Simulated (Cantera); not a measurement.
# Adiabatic ignition

An adiabatic, constant-volume homogeneous reactor starts with CH₃OH : O₂ : N₂ = 1 : 3.49 : 10.1 (molar parts), equivalence ratio 0.43, at 1548 K and 5.00 bar.

Computed with Cantera and GRI-Mech 3.0 (53 species, 325 reactions). GRI-Mech 3.0 was tuned for natural gas; its chemistry of methanol as a main component is partial and can be far from experiment.

```json
[
 {"t (s)": "1.00e-6", "T (K)": "1548", "P (bar)": "5.00", "x CH₃OH": "0.0685", "x O₂": "0.239", "x CO₂": "1.29e-6", "x CH₂O": "3.03e-5", "x CH₂": "3.97e-8", "x C₂H₂": "2.32e-12", "x OH": "4.29e-7"},
 {"t (s)": "4.06e-6", "T (K)": "1548", "P (bar)": "5.00", "x CH₃OH": "0.0683", "x O₂": "0.239", "x CO₂": "5.32e-6", "x CH₂O": "0.000164", "x CH₂": "3.97e-8", "x C₂H₂": "1.03e-11", "x OH": "6.59e-7"},
 {"t (s)": "1.65e-5", "T (K)": "1552", "P (bar)": "5.02", "x CH₃OH": "0.0662", "x O₂": "0.238", "x CO₂": "2.29e-5", "x CH₂O": "0.00194", "x CH₂": "4.16e-8", "x C₂H₂": "8.62e-11", "x OH": "5.45e-6"},
 {"t (s)": "6.71e-5", "T (K)": "2758", "P (bar)": "9.33", "x CH₃OH": "<1e-12", "x O₂": "0.128", "x CO₂": "0.0586", "x CH₂O": "5.25e-11", "x CH₂": "<1e-12", "x C₂H₂": "<1e-12", "x OH": "0.0166"},
 {"t (s)": "0.000273", "T (K)": "2747", "P (bar)": "9.28", "x CH₃OH": "<1e-12", "x O₂": "0.124", "x CO₂": "0.0588", "x CH₂O": "4.94e-11", "x CH₂": "<1e-12", "x C₂H₂": "<1e-12", "x OH": "0.0161"},
 {"t (s)": "0.00111", "T (K)": "2727", "P (bar)": "9.21", "x CH₃OH": "<1e-12", "x O₂": "0.119", "x CO₂": "0.0593", "x CH₂O": "4.41e-11", "x CH₂": "<1e-12", "x C₂H₂": "<1e-12", "x OH": "0.0152"},
 {"t (s)": "0.00451", "T (K)": "2721", "P (bar)": "9.19", "x CH₃OH": "<1e-12", "x O₂": "0.117", "x CO₂": "0.0594", "x CH₂O": "4.28e-11", "x CH₂": "<1e-12", "x C₂H₂": "<1e-12", "x OH": "0.0150"},
 {"t (s)": "0.0183", "T (K)": "2721", "P (bar)": "9.19", "x CH₃OH": "<1e-12", "x O₂": "0.117", "x CO₂": "0.0594", "x CH₂O": "4.28e-11", "x CH₂": "<1e-12", "x C₂H₂": "<1e-12", "x OH": "0.0150"},
 {"t (s)": "0.0745", "T (K)": "2721", "P (bar)": "9.19", "x CH₃OH": "<1e-12", "x O₂": "0.117", "x CO₂": "0.0594", "x CH₂O": "4.28e-11", "x CH₂": "<1e-12", "x C₂H₂": "<1e-12", "x OH": "0.0150"},
 {"t (s)": "0.303", "T (K)": "2721", "P (bar)": "9.19", "x CH₃OH": "<1e-12", "x O₂": "0.117", "x CO₂": "0.0594", "x CH₂O": "4.28e-11", "x CH₂": "<1e-12", "x C₂H₂": "<1e-12", "x OH": "0.0150"},
 {"t (s)": "1.23", "T (K)": "2721", "P (bar)": "9.19", "x CH₃OH": "<1e-12", "x O₂": "0.117", "x CO₂": "0.0594", "x CH₂O": "4.28e-11", "x CH₂": "<1e-12", "x C₂H₂": "<1e-12", "x OH": "0.0150"},
 {"t (s)": "5.00", "T (K)": "2721", "P (bar)": "9.19", "x CH₃OH": "<1e-12", "x O₂": "0.117", "x CO₂": "0.0594", "x CH₂O": "4.28e-11", "x CH₂": "<1e-12", "x C₂H₂": "<1e-12", "x OH": "0.0150"}
]
```
x: mole fraction; the columns are a selection and need not sum to one.

```json
{
 "time_of_steepest_temperature_rise": "39.4 µs",
 "temperature at 5.00 s": "2721 K",
 "equilibrium_temperature": "2721 K",
 "x(CH₃OH) at 5.00 s": "<1e-12 (gas-phase equilibrium <1e-12)",
 "x(O₂) at 5.00 s": "0.117 (gas-phase equilibrium 0.117)",
 "x(CO₂) at 5.00 s": "0.0594 (gas-phase equilibrium 0.0594)"
}
```
